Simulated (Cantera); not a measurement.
Input: 1 mol Si(CH₃)₄, 0.01 mol CH₄, 1300 mol H₂, equilibrated at 1.00 bar.

Method: chemical equilibrium by Gibbs-energy minimisation in Cantera with the NASA 1993 tables (ideal gas, pure condensed phases). Candidate condensed phases: C, C₆H₆, C₇H₈, C₈H₁₈, Si, SiC; 87 gas species. Gases not in the tables: Si₂H₆ and higher silanes. The numbers say what is thermodynamically allowed, not how fast it happens. All values below are at 2073 K.

Base state: H₂ 0.996, H 0.00262, C₂H₂ (acetylene) 0.000992, CH₄ 0.000315, CH₃ 1.63e-5, SiH₂ 1.25e-5 (mole fractions); condensed: SiC(s).

Task: What changes in the equilibrium state with this change: pressure from 1.00 bar to 10.0 mbar?

Result: 
```json
[
 {"species": "H₂", "before": "0.996", "after": "0.972"},
 {"species": "H", "before": "0.00262", "after": "0.0259"},
 {"species": "C₂H₂ (acetylene)", "before": "0.000992", "after": "0.00119"},
 {"species": "Si", "before": "7.86e-6", "after": "0.000631"},
 {"species": "SiC₂", "before": "3.67e-7", "after": "3.62e-5"},
 {"species": "CH₄", "before": "0.000315", "after": "3.33e-6"},
 {"species": "Si₂C", "before": "2.90e-7", "after": "2.07e-5"},
 {"species": "SiC(s), mol", "before": "0.966", "after": "0"},
 {"species": "C(graphite), mol", "before": "0", "after": "0.719"}
]
```

Task: What changes in the equilibrium state with this change: Si(CH₃)₄ replaced by SiH₄?

Result: 
```csv
species,before,after
H₂,0.996,0.997
H,0.00262,0.00263
SiH₂,1.25e-5,0.000158
C₂H₂ (acetylene),0.000992,3.38e-7
CH₄,0.000315,5.83e-6
CH₃,1.63e-5,3.00e-7
SiH,4.51e-6,5.72e-5
"SiC(s), mol",0.966,0
"Si(l), mol",0,0.581
```
